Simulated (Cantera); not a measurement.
An adiabatic, constant-volume homogeneous reactor starts with CH3OH : O2 : N2 = 1 : 1.76 : 6.64 (molar parts), equivalence ratio 0.85, at 1123 K and 2330 Torr.

Model: GRI-Mech 3.0 (53 species, 325 reactions), integrated in Cantera. GRI-Mech 3.0 was tuned for natural gas; its chemistry of methanol as a main component is partial and can be far from experiment.

x: mole fraction; the columns are a selection and need not sum to one.

```
t (s)     T (K)  P (bar)  x CH3OH    x O2     x CO2     x CH4     x CH2     x H2O    x C2H4
--------  -----  -------  -------  ------  --------  --------  --------  --------  --------
2.00e-6    1123     3.10    0.106   0.187  1.77e-10  4.85e-11  4.86e-12   2.30e-9    <1e-12
4.31e-6    1123     3.10    0.106   0.187  3.83e-10  2.15e-10  4.86e-12   5.02e-9    <1e-12
9.28e-6    1123     3.10    0.106   0.187  8.29e-10  9.03e-10  4.86e-12   1.09e-8    <1e-12
2.00e-5    1123     3.10    0.106   0.187   1.79e-9       [?]  4.86e-12   2.36e-8    <1e-12
4.31e-5    1123     3.10    0.106   0.187   3.85e-9       [?]  4.86e-12   5.10e-8    <1e-12
9.28e-5    1123     3.10    0.106   0.187   8.31e-9       [?]  4.86e-12   1.10e-7    <1e-12
0.000200   1123     3.10    0.106   0.187   1.79e-8       [?]  4.86e-12   2.38e-7    <1e-12
0.000431   1123     3.10    0.106   0.187   3.86e-8       [?]  4.86e-12   5.17e-7    <1e-12
0.000928   1123     3.10    0.106   0.187   8.31e-8       [?]  4.86e-12   1.16e-6    <1e-12
0.00200    1123     3.10    0.106   0.187   1.79e-7       [?]  4.86e-12   3.05e-6    <1e-12
0.00431    1123     3.10    0.106   0.187   3.87e-7       [?]  4.87e-12   1.27e-5    <1e-12
0.00928    1123     3.10    0.106   0.187   8.84e-7       [?]  4.93e-12  0.000137  1.62e-12
0.0200     2797     8.32   <1e-12  0.0297    0.0758    <1e-12    <1e-12     0.180    <1e-12
0.0431     2797     8.32   <1e-12  0.0297    0.0758    <1e-12    <1e-12     0.180    <1e-12
0.0928     2797     8.32   <1e-12  0.0297    0.0758    <1e-12    <1e-12     0.180    <1e-12
0.200      2797     8.32   <1e-12  0.0297    0.0758    <1e-12    <1e-12     0.180    <1e-12
```

Problem. Complete the blanks.

Solution. 
- 2.00e-5, x CH4: 3.45e-9
- 4.31e-5, x CH4: 1.13e-8
- 9.28e-5, x CH4: 3.06e-8
- 0.000200, x CH4: 7.29e-8
- 0.000431, x CH4: 1.64e-7
- 0.000928, x CH4: 3.57e-7
- 0.00200, x CH4: 7.65e-7
- 0.00431, x CH4: 1.61e-6
- 0.00928, x CH4: 3.22e-6
